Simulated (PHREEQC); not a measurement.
Solution A (0.0012 mol NaHSO4, 1.5e-05 mol Na2B4O7 and 0.15 mol LiCl per kg of water) is mixed with solution B (0.044 mol/kgw CuSO4, 0.0035 mol/kgw H2SO4 and 0.022 mol/kgw H3BO3) at 25 °C; shares are by mass of water, 1 kg in all. Oxygen alone is held at its pressure in air (log pO2 = -0.68). The system is closed to CO2. Solids allowed: Cu(OH)2, Brochantite, Antlerite, Atacamite, Halite, Mirabilite, Chalcanthite. Others were left out.

All values are PHREEQC results (ion-association model, wateq4f.dat), not measurements.

Q: Predict Cu+2 (mol/kgw) at share of solution B = 0.7, 0.9.

A: 
| share of solution B | Cu+2 (mol/kgw) |
|---|---|
| 0.7 | 0.0198 |
| 0.9 | 0.0237 |
